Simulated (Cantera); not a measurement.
Gas mixture: NH3 : CO2 : CH4 : CO = 0.79 : 0.71 : 0.44 : 0.11 (molar parts), at 22.5 Torr, frozen composition.

Cantera's kinetic-theory transport with the Lennard-Jones parameters of GRI-Mech 3.0, ideal gas; thermal conductivity in the mixture-averaged form. Polar gases are described roughly by these parameters. The composition is frozen, though it would react at the higher temperatures.

One state of this run: ρ (kg/m³) = 0.0148; cp (J/kg/K) = 1813; μ (µPa s) = 26.3; λ (mW/m/K) = 68.6; Pr = 0.696; D (cm²/s) C2H2 = 21.3; D (cm²/s) CH4 = 27.6; D (cm²/s) H = 152. D: mixture-averaged diffusion coefficient of that species in the mixture.

Question: Which value of T (K) does it belong to?
A) 400
B) 1150
C) 1400
D) 650

Answer: D, 650
